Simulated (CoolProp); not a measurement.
Properties of cis-2-butene along the isotherm 251.85 °C (Tc = 162.6 °C, pc = 42.36 bar, ω = 0.202).

The numbers come from the reference Helmholtz-energy equation of state, Lemmon 2005 in CoolProp. It is a short technical equation, of lower accuracy than the large ones.

```json
[
 {"p (bar)": "1.77", "phase": "gas", "density (kg/m³)": "2.293", "cv (kJ/(kg K))": "2.144", "Joule-Thomson coefficient (K/MPa)": "5.160", "isothermal compressibility (1/MPa)": "5.695", "fugacity coefficient": "0.9922"},
 {"p (bar)": "3.53", "phase": "gas", "density (kg/m³)": "4.610", "cv (kJ/(kg K))": "2.147", "Joule-Thomson coefficient (K/MPa)": "5.202", "isothermal compressibility (1/MPa)": "2.878", "fugacity coefficient": "0.9844"},
 {"p (bar)": "5.3", "phase": "gas", "density (kg/m³)": "6.978", "cv (kJ/(kg K))": "2.149", "Joule-Thomson coefficient (K/MPa)": "5.245", "isothermal compressibility (1/MPa)": "1.933", "fugacity coefficient": "0.9767"},
 {"p (bar)": "7.06", "phase": "gas", "density (kg/m³)": "9.371", "cv (kJ/(kg K))": "2.151", "Joule-Thomson coefficient (K/MPa)": "5.289", "isothermal compressibility (1/MPa)": "1.463", "fugacity coefficient": "0.9690"},
 {"p (bar)": "8.83", "phase": "gas", "density (kg/m³)": "11.82", "cv (kJ/(kg K))": "2.154", "Joule-Thomson coefficient (K/MPa)": "5.332", "isothermal compressibility (1/MPa)": "1.180", "fugacity coefficient": "0.9613"},
 {"p (bar)": "10.6", "phase": "gas", "density (kg/m³)": "14.31", "cv (kJ/(kg K))": "2.156", "Joule-Thomson coefficient (K/MPa)": "5.376", "isothermal compressibility (1/MPa)": "0.9916", "fugacity coefficient": "0.9537"},
 {"p (bar)": "12.4", "phase": "gas", "density (kg/m³)": "16.89", "cv (kJ/(kg K))": "2.159", "Joule-Thomson coefficient (K/MPa)": "5.421", "isothermal compressibility (1/MPa)": "0.8554", "fugacity coefficient": "0.9460"},
 {"p (bar)": "14.1", "phase": "gas", "density (kg/m³)": "19.36", "cv (kJ/(kg K))": "2.161", "Joule-Thomson coefficient (K/MPa)": "5.464", "isothermal compressibility (1/MPa)": "0.7589", "fugacity coefficient": "0.9387"},
 {"p (bar)": "15.9", "phase": "gas", "density (kg/m³)": "22.03", "cv (kJ/(kg K))": "2.164", "Joule-Thomson coefficient (K/MPa)": "5.509", "isothermal compressibility (1/MPa)": "0.6793", "fugacity coefficient": "0.9311"},
 {"p (bar)": "17.7", "phase": "gas", "density (kg/m³)": "24.75", "cv (kJ/(kg K))": "2.166", "Joule-Thomson coefficient (K/MPa)": "5.554", "isothermal compressibility (1/MPa)": "0.6162", "fugacity coefficient": "0.9235"},
 {"p (bar)": "19.4", "phase": "gas", "density (kg/m³)": "27.37", "cv (kJ/(kg K))": "2.169", "Joule-Thomson coefficient (K/MPa)": "5.596", "isothermal compressibility (1/MPa)": "0.5674", "fugacity coefficient": "0.9163"},
 {"p (bar)": "21.2", "phase": "gas", "density (kg/m³)": "30.19", "cv (kJ/(kg K))": "2.171", "Joule-Thomson coefficient (K/MPa)": "5.640", "isothermal compressibility (1/MPa)": "0.5244", "fugacity coefficient": "0.9088"}
]
```
